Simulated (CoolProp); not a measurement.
The fluid at 293.15 K and 5 MPa is throttled through a valve to 2.76 MPa with no heat exchange. The same conditions are run with several fluids, on thermodynamics alone (safety and materials aside).

Model: reference Helmholtz-energy equation of state of each fluid (CH3F (R41): Lemmon 2006; propylene: Lemmon 2013; chlorine: Thol 2021; hexamethyldisiloxane (MM): Thol 2016; vinyl chloride: Thol 2022), in CoolProp.

### Question
Rank CH3F (R41), propylene, chlorine, hexamethyldisiloxane (MM), vinyl chloride by temperature change (K), highest first.

### Answer
hexamethyldisiloxane (MM) (+1.0), vinyl chloride (+0.7), chlorine (+0.6), propylene (+0.2), CH3F (R41) (-8.4)

```
fluid                                           final phase  final density (kg/m³)
-------------------------  --------------------------------  ---------------------
CH3F (R41)                 two-phase, vapour fraction 0.071                    381
propylene                                            liquid                    520
chlorine                                             liquid                   1410
hexamethyldisiloxane (MM)                            liquid                    768
vinyl chloride                                       liquid                    912
```
